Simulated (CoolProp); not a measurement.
Saturation properties of R236FA (Tc = 398.1 K, pc = 3191 kPa, ω = 0.377).

Computed with CoolProp (reference Helmholtz-energy equation of state, Pan 2012).

| T (K) | p (kPa) | vapour Z | surface tension (mN/m) | liquid viscosity (µPa s) |
|---|---|---|---|---|
| 222 | 7.138 | 0.9934 | 19.5 | 933 |
| 229.4 | 11.61 | 0.9905 | 18.4 | 801 |
| 236.9 | 18.30 | 0.9866 | 17.4 | 696 |
| 244.3 | 27.70 | 0.9817 | 16.4 | 612 |
| 251.8 | 40.92 | 0.9757 | 15.4 | 542 |
| 259.3 | 58.78 | 0.9685 | 14.5 | 483 |
| 266.7 | 82.04 | 0.9600 | 13.5 | 434 |
| 274.2 | 112.5 | 0.9499 | 12.5 | 391 |

It boils at 271.7 K under 1 atm.

Viscosity comes from a separate model (Huber 2003), an estimate that may be off by 10 % or more. Surface tension comes from a separate correlation (Mulero 2012).
